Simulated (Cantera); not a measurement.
Feed: 1 mol SiO2, 1.4 mol Cl2, 5.2 mol N2, held at 1375 K and 10.0 mbar.

Cantera equilibrium calculation (NASA polynomials, part measured and part estimated; ideal gas, pure solids and liquids). Candidate condensed phases: Si, SiO2, Si2N2O, Si3N4; 23 gas species. The tables hold silica as quartz up to 1696 K and as liquid above; real silica turns to tridymite and cristobalite and melts near 1996 K. The numbers say what is thermodynamically allowed, not how fast it happens.

Base state: N2 0.752, Cl2 0.156, Cl 0.0923, SiCl4 5.71e-5, O2 5.13e-5 (mole fractions); condensed: SiO2(β-quartz).

What changes in the equilibrium state with this change: temperature from 1375 K to 1848.15 K?


```tsv
species	before	after
N2	0.752	0.655
Cl	0.0923	0.338
Cl2	0.156	0.00735
SiO	<1e-9	7.14e-5
O	4.56e-8	1.21e-5
NO	9.59e-6	6.19e-5
SiO2(β-quartz), mol	1.000	0
SiO2(condensed), mol	0	0.999
```
